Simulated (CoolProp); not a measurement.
Computed with CoolProp (reference Helmholtz-energy equation of state, Lemmon 2006). It is a short technical equation, of lower accuracy than the large ones.

Problem. For C3F8 (R218), give the phase and the cp (kJ/(kg K)), cv (kJ/(kg K)), speed of sound (m/s), Joule-Thomson coefficient (K/MPa) at 218.9 K and 1660 kPa.

Solution. 
- 218.9 K and 1660 kPa: liquid; cp 0.935, cv 0.655, speed of sound 625, Joule-Thomson coefficient -0.335
